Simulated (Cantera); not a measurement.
An adiabatic, constant-volume homogeneous reactor starts with CH₄ : H₂ : O₂ : N₂ = 1 : 0.038 : 4.92 : 18.5 (molar parts), at 1150 K and 1.01 bar. Integrator tolerance rtol = 1e-08.

Detailed kinetics in Cantera: GRI-Mech 3.0 (53 species, 325 reactions).

Problem. What does this change do: initial temperature 1150 to 1125 K?

Solution. 
```json
[
 {"quantity": "time of steepest temperature rise", "before": "36.1 ms", "after": "50.7 ms"},
 {"quantity": "temperature at 3.00 s", "before": "2223 K", "after": "2205 K"},
 {"quantity": "equilibrium temperature", "before": "2223 K", "after": "2205 K"},
 {"quantity": "x(CH₄) at 3.00 s", "before": "<1e-12 (gas-phase equilibrium <1e-12)", "after": "<1e-12 (gas-phase equilibrium <1e-12)"},
 {"quantity": "x(H₂) at 3.00 s", "before": "0.000229 (gas-phase equilibrium 0.000229)", "after": "0.000203 (gas-phase equilibrium 0.000203)"},
 {"quantity": "x(O₂) at 3.00 s", "before": "0.113 (gas-phase equilibrium 0.113)", "after": "0.113 (gas-phase equilibrium 0.113)"},
 {"quantity": "x(C₂H₄) at 3.00 s", "before": "<1e-12 (gas-phase equilibrium <1e-12)", "after": "<1e-12 (gas-phase equilibrium <1e-12)"},
 {"quantity": "x(CH₃) at 3.00 s", "before": "<1e-12 (gas-phase equilibrium <1e-12)", "after": "<1e-12 (gas-phase equilibrium <1e-12)"},
 {"quantity": "x(HCO) at 3.00 s", "before": "1.86e-11 (gas-phase equilibrium 1.86e-11)", "after": "1.45e-11 (gas-phase equilibrium 1.45e-11)"},
 {"quantity": "x(O) at 3.00 s", "before": "0.000755 (gas-phase equilibrium 0.000755)", "after": "0.000670 (gas-phase equilibrium 0.000670)"}
]
```
